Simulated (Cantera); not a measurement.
A diamond (100) surface in a fixed gas of H2 with x(CH4) = 0.0036, x(H) = 0.029, at 1323 K, 0.210 bar; coverages are run to steady state.

Computed with Cantera and the Harris–Goodwin 1993 mechanism for the reconstructed diamond (100) surface.

θ: site fractions in the mechanism's names (c6HH fully hydrogenated, c6H* and c6*H radical sites, c6** diradical, c6HM methylated).

```json
[
 {"x(CH3)": "1e-06", "growth (µm/h)": "0.184", "θ c6HH": "0.364", "θ c6H*": "0.0530", "θ c6*H": "0.531", "θ c6**": "0.0516", "θ c6HM": "3.29e-6"},
 {"x(CH3)": "2.5e-06", "growth (µm/h)": "(withheld)", "θ c6HH": "0.364", "θ c6H*": "0.0530", "θ c6*H": "0.531", "θ c6**": "0.0516", "θ c6HM": "(withheld)"},
 {"x(CH3)": "6.2e-06", "growth (µm/h)": "1.14", "θ c6HH": "0.364", "θ c6H*": "0.0530", "θ c6*H": "0.531", "θ c6**": "0.0516", "θ c6HM": "2.04e-5"},
 {"x(CH3)": "1.6e-05", "growth (µm/h)": "(withheld)", "θ c6HH": "0.364", "θ c6H*": "0.0530", "θ c6*H": "0.531", "θ c6**": "0.0516", "θ c6HM": "(withheld)"},
 {"x(CH3)": "3.9e-05", "growth (µm/h)": "7.18", "θ c6HH": "0.364", "θ c6H*": "0.0530", "θ c6*H": "0.531", "θ c6**": "0.0516", "θ c6HM": "0.000128"},
 {"x(CH3)": "9.7e-05", "growth (µm/h)": "17.9", "θ c6HH": "0.364", "θ c6H*": "0.0530", "θ c6*H": "0.531", "θ c6**": "0.0515", "θ c6HM": "0.000319"},
 {"x(CH3)": "0.00024", "growth (µm/h)": "44.1", "θ c6HH": "0.364", "θ c6H*": "0.0529", "θ c6*H": "0.531", "θ c6**": "0.0514", "θ c6HM": "0.000787"},
 {"x(CH3)": "0.0006", "growth (µm/h)": "110", "θ c6HH": "0.363", "θ c6H*": "0.0528", "θ c6*H": "0.529", "θ c6**": "0.0511", "θ c6HM": "0.00196"},
 {"x(CH3)": "0.0015", "growth (µm/h)": "272", "θ c6HH": "0.361", "θ c6H*": "0.0525", "θ c6*H": "0.526", "θ c6**": "0.0504", "θ c6HM": "0.00486"}
]
```

Problem. What belongs in the gaps?

Solution. 
- 2.5e-06, growth (µm/h): 0.461
- 2.5e-06, θ c6HM: 8.22e-6
- 1.6e-05, growth (µm/h): 2.95
- 1.6e-05, θ c6HM: 5.26e-5
